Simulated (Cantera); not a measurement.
# Chemical vapour transport: B + Cl2

A closed system holds: 1 mol B, 0.81 mol Cl2, at 100 Torr.

Equilibrium computed with Cantera from the NASA thermochemical tables; the gas is ideal and each condensed phase is pure. Candidate condensed phases: B; 7 gas species. The tables' values for BCl2, BCl are old estimates; treat these amounts as uncertain. Equilibrium is a limit: real reactors are often held back by kinetics, nucleation or transport.

From 1025 K to 1625 K the condensed part is B(s). The main B-bearing gas is BCl3 throughout.

```csv
T (K),x BCl3,x BCl2,x BCl,x Cl,n B(s)
1025,1.000,4.64e-6,2.42e-8,2.32e-9,0.460
1100,1.000,2.08e-5,2.15e-7,1.84e-8,0.460
1175,1.000,7.64e-5,1.44e-6,1.12e-7,0.460
1250,1.000,0.000240,7.66e-6,5.54e-7,0.460
1325,0.999,0.000660,3.36e-5,2.28e-6,0.460
1400,0.998,0.00163,0.000125,8.08e-6,0.460
1475,0.996,0.00364,0.000408,2.52e-5,0.459
1550,0.991,0.00752,0.00118,7.04e-5,0.458
1625,0.982,0.0145,0.00308,0.000179,0.456
```
x: gas mole fraction; n: condensed amount in mol.
